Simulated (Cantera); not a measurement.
**Fe3O4 + CH4 + H2 (carbothermic reduction)**

A closed system holds: 1 mol Fe3O4, 0.34 mol CH4, 0.38 mol H2, at 54.0 Pa.

Cantera equilibrium calculation (NASA polynomials, part measured and part estimated; ideal gas, pure solids and liquids). Candidate condensed phases: C, C6H6, C7H8, C8H18, Fe, Fe(CO)5, FeO, Fe(OH)2, Fe(OH)3, Fe2O3, Fe3O4, H2O; 114 gas species. The tables' stoichiometric FeO is somewhat more stable than real wüstite, so its field is too wide. FeO: taken at fixed stoichiometry. The numbers say what is thermodynamically allowed, not how fast it happens.

```
T (°C)  log p H2O  log p Fe  log p H2  log p CO  log p O2  log p FeO  log p CO2  log p O  log p H  log p OH  n FeO(l)
------  ---------  --------  --------  --------  --------  ---------  ---------  -------  -------  --------  --------
1377        -3.66     -5.96     -3.73     -4.02     -9.72      -8.04      -4.46    -9.45    -5.91     -7.18      3.00
1427        -3.66     -5.61     -3.74     -4.02     -9.23      -7.60      -4.47    -8.97    -5.70     -6.91      2.99
1477        -3.65     -5.29     -3.75     -4.02     -8.76      -7.19      -4.48    -8.51    -5.51     -6.64      2.99
1527        -3.65     -4.99     -3.77     -4.02     -8.30      -6.80      -4.48    -8.06    -5.33     -6.39      2.97
1577        -3.64     -4.73     -3.80     -4.03     -7.83      -6.44      -4.48    -7.63    -5.17     -6.14      2.95
1627        -3.63     -4.50     -3.85     -4.06     -7.34      -6.10      -4.47    -7.20    -5.02     -5.90      2.91
1677        -3.63     -4.31     -3.92     -4.09     -6.83      -5.77      -4.44    -6.76    -4.90     -5.65      2.85
1727        -3.62     -4.16     -4.02     -4.14     -6.29      -5.47      -4.41    -6.32    -4.80     -5.40      2.78
1777        -3.62     -4.04     -4.14     -4.21     -5.73      -5.18      -4.37    -5.88    -4.71     -5.16      2.68
1827        -3.65     -3.94     -4.29     -4.30     -5.17      -4.90      -4.36    -5.44    -4.65     -4.93      2.54
1877        -3.73     -3.83     -4.48     -4.44     -4.66      -4.64      -4.39    -5.04    -4.62     -4.75      2.25
1927        -3.96     -3.70     -4.78     -4.67     -4.24      -4.39      -4.57    -4.69    -4.64     -4.67      1.29
1977        -4.20     -3.64     -4.96     -4.82     -4.10      -4.35      -4.79    -4.48    -4.61     -4.67         0
2027        -4.28     -3.64     -4.91     -4.77     -4.11      -4.44      -4.89    -4.36    -4.47     -4.63         0
```
log p: log10 of the partial pressure in bar; n: condensed amount in mol.

From 1377 °C to 1927 °C the condensed part is FeO(l). From 1977 °C to 2027 °C nothing is condensed. The main Fe-bearing gas is Fe throughout.
